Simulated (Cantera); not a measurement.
Charge: 1 mol PbF2, 0.67 mol H2, equilibrated at 0.710 bar.

Equilibrium computed with Cantera from the NASA thermochemical tables; the gas is ideal and each condensed phase is pure. Candidate condensed phases: Pb, PbF2; 16 gas species. Each liquid is taken as pure. Mutual solubility and eutectic melting of coexisting phases are not modelled. Equilibrium is a limit: real reactors are often held back by kinetics, nucleation or transport.

log p: log10 of the partial pressure in bar; n: condensed amount in mol.

| T (K) | log p HF | log p Pb | log p PbF2 | log p PbF | log p PbF4 | log p H2 | log p Pb2 | n Pb(l) | n PbF2(s) | n PbF2(l) |
|---|---|---|---|---|---|---|---|---|---|---|
| 1048 | -0.16 | -4.35 | -3.65 | -5.19 | -3.24 | -1.84 | (withheld) | 0.644 | 0.354 | 0 |
| 1148 | -0.16 | -3.55 | -2.77 | -4.19 | -2.54 | -2.27 | (withheld) | 0.665 | 0 | 0.326 |
| 1248 | -0.16 | -2.89 | -2.08 | -3.37 | -2.03 | -2.60 | (withheld) | 0.680 | 0 | 0.283 |
| 1348 | -0.19 | -2.32 | -1.51 | -2.68 | -1.63 | -2.91 | (withheld) | 0.704 | 0 | 0.170 |
| 1448 | -0.24 | -1.84 | -1.12 | -2.15 | -1.49 | -3.12 | (withheld) | 0.701 | 0 | 0 |
| 1548 | -0.27 | -1.42 | -1.02 | -1.79 | -1.82 | -3.04 | (withheld) | 0.591 | 0 | 0 |
| 1648 | -0.31 | -1.05 | -1.01 | -1.53 | -2.29 | -2.93 | (withheld) | 0.395 | 0 | 0 |
| 1748 | -0.39 | -0.74 | -1.11 | -1.36 | -2.88 | -2.83 | (withheld) | 0 | 0 | 0 |
| 1848 | -0.39 | -0.75 | -1.13 | -1.31 | -2.99 | -2.95 | (withheld) | 0 | 0 | 0 |
| 1948 | -0.39 | -0.75 | -1.14 | -1.27 | -3.08 | -3.05 | (withheld) | 0 | 0 | 0 |
| 2048 | -0.39 | -0.76 | -1.15 | -1.23 | -3.16 | -3.14 | (withheld) | 0 | 0 | 0 |
| 2148 | -0.39 | -0.77 | -1.17 | -1.20 | -3.24 | -3.23 | (withheld) | 0 | 0 | 0 |
| 2248 | -0.39 | -0.77 | -1.18 | -1.17 | -3.31 | -3.30 | (withheld) | 0 | 0 | 0 |

### Question
What belongs in the gaps?

### Answer

- 1048, log p Pb2: -9.55
- 1148, log p Pb2: -8.22
- 1248, log p Pb2: -7.11
- 1348, log p Pb2: -6.17
- 1448, log p Pb2: -5.36
- 1548, log p Pb2: -4.66
- 1648, log p Pb2: -4.05
- 1748, log p Pb2: -3.56
- 1848, log p Pb2: -3.67
- 1948, log p Pb2: -3.78
- 2048, log p Pb2: -3.87
- 2148, log p Pb2: -3.96
- 2248, log p Pb2: -4.05
